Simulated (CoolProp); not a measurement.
A closed Brayton cycle with nitrogen: compressor inlet 326.15 K and 1.7 MPa, high pressure 5.48 MPa, turbine inlet 975 K, compressor efficiency 0.85, turbine efficiency 0.85, recuperator effectiveness 0.9 (on enthalpy, no pinch check). Each further row changes one setting.

Model: reference Helmholtz-energy equation of state, Span 2000, in CoolProp.

| case | thermal efficiency (%) | net work (kJ/kg) | compressor to turbine work | compressor exit (K) | turbine exit (K) |
|---|---|---|---|---|---|
| as stated | 32.2 | 91.2 | 0.64 | 478.8 | 756.8 |
| turbine inlet 925 K | 29.4 | 78.1 | 0.67 | 478.8 | 716.3 |
| compressor inlet 336.15 K | 30.7 | 86.2 | 0.66 | 493.2 | 756.8 |
| high pressure 4.66 MPa | 33.5 | 86.4 | 0.61 | 454.6 | 783.7 |
| recuperator effectiveness 0.5 | 22.6 | 91.2 | 0.64 | 478.8 | 756.8 |
